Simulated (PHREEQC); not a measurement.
Alkaline etch or developer

A solution holds 0.024 mol NH3 and 0.0025 mol NaAlO2 per kg of water, at 25 °C. Closed to the air; pH follows from the charge balance.

All values are PHREEQC results (ion-association model, phreeqc.dat), not measurements.

* **pH**: 10.80
* **ionic strength**: 0.00318 mol/kgw
* **total alkalinity**: 34.0 meq/kg

```csv
species,molality,activity,log γ
NH3,0.0233,0.0233,0.000
Al(OH)4-,0.00250,0.00235,-0.027
Na+,0.00250,0.00235,-0.026
OH-,0.000685,0.000644,-0.027
NH4+,0.000685,0.000643,-0.028
Al(OH)3,1.96e-8,1.96e-8,0.000
```

No solid was allowed to form. Saturation is exceeded, for instance for Gibbsite (slow to form); the values hold only as long as no solid forms.
